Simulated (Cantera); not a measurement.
An adiabatic, constant-volume homogeneous reactor starts with CO : H2 : CH4 : O2 : N2 = 1 : 0.14 : 1.1 : 6.16 : 23.1 (molar parts), equivalence ratio 0.45, at 1600 K and 10.0 bar.

Computed with Cantera and GRI-Mech 3.0 (53 species, 325 reactions).

x: mole fraction; the columns are a selection and need not sum to one.

```tsv
t (s)	T (K)	P (bar)	x CO	x H2	x CH4	x HCO	x O2	x NO
3.00e-6	1600	10.00	0.0317	0.00444	0.0349	7.66e-11	0.196	<1e-12
7.27e-6	1600	10.0	0.0317	0.00444	0.0348	8.94e-10	0.196	1.15e-12
1.76e-5	1604	10.0	0.0317	0.00440	0.0341	4.93e-8	0.195	1.72e-11
4.28e-5	2680	16.6	?	?	<1e-12	?	0.109	?
0.000104	2715	16.8	0.00494	0.000812	<1e-12	3.70e-9	0.107	0.00238
0.000251	2706	16.7	0.00481	0.000793	<1e-12	3.48e-9	0.105	0.00674
0.000609	2693	16.6	0.00462	0.000766	<1e-12	3.16e-9	0.101	0.0134
0.00148	2681	16.6	0.00446	0.000744	<1e-12	2.92e-9	0.0987	0.0189
0.00358	2678	16.5	0.00442	0.000738	<1e-12	2.86e-9	0.0980	0.0203
0.00868	2678	16.5	0.00442	0.000738	<1e-12	2.85e-9	0.0980	0.0203
0.0211	2678	16.5	0.00442	0.000738	<1e-12	2.85e-9	0.0980	0.0203
0.0510	2678	16.5	0.00442	0.000738	<1e-12	2.85e-9	0.0980	0.0203
0.124	2678	16.5	0.00442	0.000738	<1e-12	2.85e-9	0.0980	0.0203
0.300	2678	16.5	0.00442	0.000738	<1e-12	2.85e-9	0.0980	0.0203
```

Task: Fill in the missing entries.

Result: 
- 4.28e-5, x CO: 0.00803
- 4.28e-5, x H2: 0.00105
- 4.28e-5, x HCO: 7.83e-9
- 4.28e-5, x NO: 0.000212
